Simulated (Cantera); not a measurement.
A closed system holds: 1 mol Si, a varied amount of HCl, held at 625 K and 1.00 bar.

Cantera equilibrium calculation (NASA polynomials, part measured and part estimated; ideal gas, pure solids and liquids). Candidate condensed phases: Si; 19 gas species. The numbers say what is thermodynamically allowed, not how fast it happens.

Task: Which condensed phases are stable at each of these points (n(HCl) (mol)): 1.9, 2.2, 2.5, 2.9, 3.4, 3.9, 4.5, 5.3, 6.1, 7, 8.2?

Result: 
```tsv
n(HCl) (mol)	condensed phases	Si condensed (%)
1.9	Si(s)	48.5
2.2	Si(s)	40.3
2.5	Si(s)	32.2
2.9	Si(s)	21.4
3.4	Si(s)	7.8
3.9	gas only	0.0
4.5	gas only	0.0
5.3	gas only	0.0
6.1	gas only	0.0
7	gas only	0.0
8.2	gas only	0.0
```

From 1.9 mol HCl to 3.4 mol HCl the condensed part is Si(s). From 3.9 mol HCl to 8.2 mol HCl nothing is condensed.
